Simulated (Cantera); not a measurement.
Standard-state values (1 bar) from the NASA 1993 polynomials, evaluated with Cantera. Values are per mole of reaction as written; species without (g) are pure solids or liquids, kept so even where they would boil at 1 bar.

Question: Between 300 and 1075 K, where is each reaction favourable under standard conditions?
- 4 F(g) + Cu2O = O(g) + 2 CuF2(g)

Answer: 
- 4 F(g) + Cu2O = O(g) + 2 CuF2(g): ΔG° is -422 kJ at 300 K and -377 kJ at 1075 K; it stays negative (K > 1). ΔH° is -456 kJ and ΔS° -73 J/K at 1075 K.
